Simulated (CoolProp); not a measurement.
Cyclohexane at several states: density (kg/m³) from the reference equation and from simpler models built on Tc = 280.5 °C, pc = 4.081 MPa, ω = 0.209; each cubic takes its own stable root.

Values from CoolProp's reference Helmholtz-energy equation of state, Zhou 2014.

| T (°C) | p (MPa) | phase | reference |
|---|---|---|---|
| 192.65 | 7.14 | liquid | 610.9 |
| 92.05 | 15.8 | liquid | 728.0 |
| 105.45 | 0.114 | gas | 3.153 |

Q: How far does each simpler model (van der Waals, Redlich-Kwong, Peng-Robinson) lie from the reference over these 3 states: mean and median of the absolute difference, and the worst?

A: 
- van der Waals: mean 23.2 %, median 33.8 %, worst -34.4 % at 92.05 °C and 15.8 MPa
- Redlich-Kwong: mean 5.7 %, median 6.9 %, worst -9.8 % at 192.65 °C and 7.14 MPa
- Peng-Robinson: mean 3.8 %, median 4.5 %, worst +6.6 % at 92.05 °C and 15.8 MPa
